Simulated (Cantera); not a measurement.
Equilibrium for aluminium nitride and oxide growth: Al + NH3 + H2

A closed system holds: 1 mol Al, a varied amount of NH3, 14 mol H2, equilibrated at 2173.15 K and 0.293 Torr.

Method: chemical equilibrium by Gibbs-energy minimisation in Cantera with the NASA 1993 tables (ideal gas, pure condensed phases). Candidate condensed phases: Al, AlN; 13 gas species. Rates play no part.

```json
[
 {"n(NH3) (mol)": "1.4", "log p H2": "-3.56", "log p N2": "-4.86", "log p H": "-4.10", "log p Al": "-4.71"},
 {"n(NH3) (mol)": "2.3", "log p H2": "-3.57", "log p N2": "-4.69", "log p H": "-4.10", "log p Al": "-4.75"},
 {"n(NH3) (mol)": "4", "log p H2": "-3.58", "log p N2": "-4.52", "log p H": "-4.10", "log p Al": "-4.82"},
 {"n(NH3) (mol)": "6.8", "log p H2": "-3.59", "log p N2": "-4.38", "log p H": "-4.11", "log p Al": "-4.91"},
 {"n(NH3) (mol)": "12", "log p H2": "-3.60", "log p N2": "-4.27", "log p H": "-4.12", "log p Al": "-5.05"},
 {"n(NH3) (mol)": "20", "log p H2": "-3.61", "log p N2": "-4.19", "log p H": "-4.12", "log p Al": "-5.19"},
 {"n(NH3) (mol)": "34", "log p H2": "-3.62", "log p N2": "-4.14", "log p H": "-4.13", "log p Al": "-5.37"},
 {"n(NH3) (mol)": "59", "log p H2": "-3.63", "log p N2": "-4.11", "log p H": "-4.13", "log p Al": "-5.58"},
 {"n(NH3) (mol)": "100", "log p H2": "-3.63", "log p N2": "-4.09", "log p H": "-4.13", "log p Al": "-5.79"}
]
```
log p: log10 of the partial pressure in bar; nothing condenses.

From 1.4 mol NH3 to 100 mol NH3 nothing is condensed. The main Al-bearing gas is Al throughout.
